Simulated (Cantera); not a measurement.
## NiS + H2 + N2 (hydrogen reduction and annealing atmospheres)

Feed: 1 mol NiS, 63 mol H2, 19 mol N2, held at 0.330 Torr.

Method: chemical equilibrium by Gibbs-energy minimisation in Cantera with the NASA 1993 tables (ideal gas, pure condensed phases). Candidate condensed phases: Ni, NiS, NiS2, Ni3S2, Ni3S4, S; 17 gas species. Rates play no part.

```
T (K)   x H2   x N2       x H      x Ni     x S2       x S     x H2S  n Ni(s)
-----  -----  -----  --------  --------  -------  --------  --------  -------
1498   0.760  0.231  0.000714  0.000112  0.00377  0.000116   0.00359    0.988
1548   0.760  0.230   0.00128  0.000333  0.00394  0.000209   0.00290    0.967
1598   0.759  0.230   0.00221  0.000923  0.00400  0.000357   0.00234    0.913
1648   0.756  0.229   0.00369   0.00240  0.00393  0.000581   0.00188    0.781
1698   0.752  0.228   0.00598   0.00590  0.00373  0.000904   0.00150    0.473
1748   0.744  0.227   0.00940    0.0113  0.00344   0.00135   0.00119        0
1798   0.740  0.226    0.0144    0.0114  0.00320   0.00197  0.000956        0
1848   0.733  0.225    0.0216    0.0115  0.00286   0.00276  0.000760        0
1898   0.724  0.224    0.0317    0.0115  0.00244   0.00370  0.000593        0
```
x: gas mole fraction; n: condensed amount in mol.

From 1498 K to 1698 K the condensed part is Ni(s). From 1748 K to 1898 K nothing is condensed. The main Ni-bearing gas is Ni throughout.
